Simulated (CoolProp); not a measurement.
Computed with CoolProp (reference Helmholtz-energy equation of state, Akasaka 2023).

Give the vapour pressure (bar), liquid density (kg/m³), vapour density (kg/m³), enthalpy of vaporisation (kJ/kg) of saturated R1336mzz(E) at 13.05, 32.35, 36.15 °C.


| T (°C) | p (bar) | liquid density (kg/m³) | vapour density (kg/m³) | enthalpy of vaporisation (kJ/kg) |
|---|---|---|---|---|
| 13.05 | 1.24 | 1360 | 9.10 | 151 |
| 32.35 | 2.49 | 1300 | 17.7 | 140 |
| 36.15 | 2.82 | 1290 | 20.0 | 138 |
